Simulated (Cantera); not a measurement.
Charge: 1 mol C6H6, 0.14 mol H2O, 0.3 mol N2, at 1.00 bar.

Method: chemical equilibrium by Gibbs-energy minimisation in Cantera with the NASA 1993 tables (ideal gas, pure condensed phases). Candidate condensed phases: C, C6H6, C7H8, C8H18, H2O; 136 gas species. Kinetics and transport are ignored.

**Question.** At 1400 °C, list the 7 most abundant gas species with their mole fractions, and the condensed phases.

**Answer.** H2 0.875, N2 0.0834, CO 0.0391, CH4 0.000930, HCN 0.000852, H 0.000107, C2H2 (acetylene) 4.99e-5. Condensed: C(graphite).
